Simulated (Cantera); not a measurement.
A closed system holds: 1 mol Fe2O3, a varied amount of H2, 5.1 mol N2, at 1398.15 K and 0.0133 bar.

Cantera equilibrium calculation (NASA polynomials, part measured and part estimated; ideal gas, pure solids and liquids). Candidate condensed phases: Fe, FeO, Fe(OH)2, Fe(OH)3, Fe2O3, Fe3O4, H2O; 27 gas species. Mutual solubility and eutectic melting of coexisting phases are not modelled. The tables' stoichiometric FeO is somewhat more stable than real wüstite, so its field is too wide. FeO: taken at fixed stoichiometry. Equilibrium is a limit: real reactors are often held back by kinetics, nucleation or transport.

Q: Which condensed phases are stable at each of these points (n(H2) (mol)): 4.9, 7.3, 11, 16, 24, 36, 54?

A: 
```tsv
n(H2) (mol)	condensed phases	Fe condensed (%)
4.9	Fe(γ) + FeO(s)	100.0
7.3	Fe(γ) + FeO(s)	100.0
11	Fe(γ) + FeO(s)	100.0
16	Fe(γ)	100.0
24	Fe(γ)	100.0
36	Fe(γ)	100.0
54	Fe(γ)	100.0
```

From 4.9 mol H2 to 11 mol H2 the condensed part is Fe(γ) + FeO(s). From 16 mol H2 to 54 mol H2 the condensed part is Fe(γ).
